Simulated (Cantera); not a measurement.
A perfectly stirred reactor is fed with C₂H₆ : N₂ = 1 : 11 (molar parts), at 100.0 Torr; it is held at 1725 K, and followed from long to short residence time.

Computed with Cantera and GRI-Mech 3.0 (53 species, 325 reactions). GRI-Mech 3.0 stops at C3 and has no aromatics, soot or wall deposition, so with more carbon than oxygen in the feed, carbon stays in small species such as C2H2 where larger ones or solid carbon would form.

What does this change do: pressure from 100.0 Torr to 1.00 bar?


| quantity | before | after |
|---|---|---|
| x(C₂H₆) at τ = 0.930 s | 1.05e-5 | 5.55e-6 |
| x(HCN) at τ = 0.930 s | 3.49e-5 | 4.73e-6 |
| x(C₂H) at τ = 0.930 s | 9.36e-7 | 2.43e-7 |
| x(CH₄) at τ = 0.930 s | 0.00558 | 0.00719 |
| x(H) at τ = 0.930 s | 0.000292 | 7.56e-5 |
| x(C₂H₆) at τ = 15.0 ms | 0.000431 | 0.000216 |
| x(HCN) at τ = 15.0 ms | 1.16e-5 | 1.98e-6 |
| x(C₂H) at τ = 15.0 ms | 1.77e-6 | 4.58e-7 |
| x(CH₄) at τ = 15.0 ms | 0.0175 | 0.0204 |
| x(H) at τ = 15.0 ms | 0.000530 | 0.000135 |

What does this change do: temperature 1725 to 1450 K?


```
quantity                  before     after
----------------------  --------  --------
x(C₂H₆) at τ = 0.930 s   1.05e-5  0.000201
x(HCN) at τ = 0.930 s    3.49e-5   9.18e-8
x(C₂H) at τ = 0.930 s    9.36e-7   2.80e-8
x(CH₄) at τ = 0.930 s    0.00558    0.0171
x(H) at τ = 0.930 s     0.000292   3.88e-5
x(C₂H₆) at τ = 15.0 ms  0.000431   0.00590
x(HCN) at τ = 15.0 ms    1.16e-5   5.40e-8
x(C₂H) at τ = 15.0 ms    1.77e-6   4.88e-8
x(CH₄) at τ = 15.0 ms     0.0175    0.0252
x(H) at τ = 15.0 ms     0.000530   7.85e-5
```

What does this change do: C2H6 1 to 0.18 parts?


```
quantity                  before     after
----------------------  --------  --------
x(C₂H₆) at τ = 0.930 s   1.05e-5   2.88e-6
x(HCN) at τ = 0.930 s    3.49e-5  0.000130
x(C₂H) at τ = 0.930 s    9.36e-7   5.30e-7
x(CH₄) at τ = 0.930 s    0.00558  0.000947
x(H) at τ = 0.930 s     0.000292  0.000167
x(C₂H₆) at τ = 15.0 ms  0.000431  0.000118
x(HCN) at τ = 15.0 ms    1.16e-5   4.29e-5
x(C₂H) at τ = 15.0 ms    1.77e-6   1.10e-6
x(CH₄) at τ = 15.0 ms     0.0175   0.00252
x(H) at τ = 15.0 ms     0.000530  0.000339
```
